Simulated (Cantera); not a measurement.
A freely propagating, adiabatic, planar premixed flame of CH4 : O2 : N2 = 1 : 2.06 : 7.75 (molar parts), equivalence ratio 0.97, unburnt at 698 K and 0.553 atm; multicomponent+Soret transport, grid criteria slope 0.08 and curve 0.16, no radiation.

Model: GRI-Mech 3.0 (53 species, 325 reactions), integrated in Cantera. Burning velocities carry a grid error of a few per cent, more on coarse grids.

**Question.** Predict: laminar burning velocity; thermal thickness; peak x(O); peak x(C2H2); peak x(H2).

**Answer.** 
| Item | Value |
|---|---|
| laminar burning velocity | 199 cm/s |
| thermal thickness | 0.510 mm |
| peak x(O) | 0.00683 |
| peak x(C2H2) | 0.000147 |
| peak x(H2) | 0.0250 |
